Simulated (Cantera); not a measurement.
Chemical vapour transport: AlN + H2O + N2

Feed: 1 mol AlN, a varied amount of H2O, 2 mol N2, at 675 °C and 0.220 bar.

Method: chemical equilibrium by Gibbs-energy minimisation in Cantera with the NASA 1993 tables (ideal gas, pure condensed phases). Candidate condensed phases: Al, AlN, Al2O3, H2O; 35 gas species. The numbers say what is thermodynamically allowed, not how fast it happens.

From 0.12 mol H2O to 1.1 mol H2O the condensed part is AlN(s) + Al2O3(s). From 1.5 mol H2O to 2.8 mol H2O the condensed part is Al2O3(s).

```tsv
n(H2O) (mol)	x N2	x H2	x H2O	x NH3	n AlN(s)	n Al2O3(s)
0.12	0.944	0.0556	9.36e-9	2.34e-6	0.920	0.0400
0.16	0.928	0.0723	1.21e-8	3.45e-6	0.893	0.0533
0.22	0.904	0.0959	1.59e-8	5.20e-6	0.853	0.0733
0.31	0.872	0.128	2.11e-8	7.91e-6	0.793	0.103
0.42	0.836	0.164	2.65e-8	1.12e-5	0.720	0.140
0.58	0.791	0.209	3.32e-8	1.57e-5	0.613	0.193
0.79	0.741	0.259	4.02e-8	2.09e-5	0.473	0.263
1.1	0.683	0.317	4.80e-8	2.72e-5	0.267	0.367
1.5	0.625	0.375	5.50e-8	3.34e-5	0	0.500
2.1	0.543	0.326	0.130	2.53e-5	0	0.500
2.8	0.472	0.283	0.245	1.90e-5	0	0.500
```
x: gas mole fraction; n: condensed amount in mol.
